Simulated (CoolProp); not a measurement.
Aqueous potassium carbonate as a coolant, 15 % by mass, freezing at -5.9 °C, 1 atm.

Values from CoolProp's Melinder's fits for secondary coolants.

```json
[
 {"T (°C)": "-0.3", "density (kg/m³)": "1146", "conductivity (W/(m K))": "0.550", "Prandtl number": "15.3", "cp (kJ/(kg K))": "3.466"},
 {"T (°C)": "4.7", "density (kg/m³)": "1145", "conductivity (W/(m K))": "0.558", "Prandtl number": "13.1", "cp (kJ/(kg K))": "3.474"},
 {"T (°C)": "9.8", "density (kg/m³)": "1143", "conductivity (W/(m K))": "0.566", "Prandtl number": "11.4", "cp (kJ/(kg K))": "3.484"},
 {"T (°C)": "14.8", "density (kg/m³)": "1142", "conductivity (W/(m K))": "0.575", "Prandtl number": "9.97", "cp (kJ/(kg K))": "3.492"},
 {"T (°C)": "19.8", "density (kg/m³)": "1140", "conductivity (W/(m K))": "0.583", "Prandtl number": "8.82", "cp (kJ/(kg K))": "3.501"},
 {"T (°C)": "24.9", "density (kg/m³)": "1137", "conductivity (W/(m K))": "0.592", "Prandtl number": "7.83", "cp (kJ/(kg K))": "3.509"},
 {"T (°C)": "29.9", "density (kg/m³)": "1135", "conductivity (W/(m K))": "0.600", "Prandtl number": "7.01", "cp (kJ/(kg K))": "3.517"},
 {"T (°C)": "34.9", "density (kg/m³)": "1133", "conductivity (W/(m K))": "0.609", "Prandtl number": "6.29", "cp (kJ/(kg K))": "3.525"}
]
```
